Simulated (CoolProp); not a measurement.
A Linde-Hampson liquefier for ethylene: isothermal reversible compression at 320 K from 1 atm to 15 MPa, throttling to 1 atm, return gas leaving the recuperator 5 K below the feed. Each further row changes one setting.

The numbers come from the reference Helmholtz-energy equation of state, Smukala 2000 in CoolProp.

| case | liquid yield per pass | compression work (kJ/kg of gas) |
|---|---|---|
| as stated | [?] | 404 |
| high pressure 30 MPa | [?] | [?] |
| warm-end temperature 350 K | [?] | 465 |
| warm-end gap 10 K | [?] | 404 |

Problem. Fill in the missing entries.

Solution. 
- as stated, liquid yield per pass: 0.388
- high pressure 30 MPa, liquid yield per pass: 0.422
- high pressure 30 MPa, compression work (kJ/kg of gas): 444
- warm-end temperature 350 K, liquid yield per pass: 0.283
- warm-end gap 10 K, liquid yield per pass: 0.380
